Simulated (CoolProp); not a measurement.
The numbers come from the reference Helmholtz-energy equation of state, Zhou 2016 in CoolProp.

### Question
Give the vapour pressure (MPa), enthalpy of vaporisation (kJ/kg), liquid cp (kJ/(kg K)), vapour Z of saturated R245ca at 92.85, 114.35, 135.95 °C.

### Answer
```
T (°C)  p (MPa)  enthalpy of vaporisation (kJ/kg)  liquid cp (kJ/(kg K))  vapour Z
------  -------  --------------------------------  ---------------------  --------
92.85     0.787                               160                   1.53     0.834
114.35     1.28                               142                   1.62     0.765
135.95     1.98                               119                   1.79     0.674
```
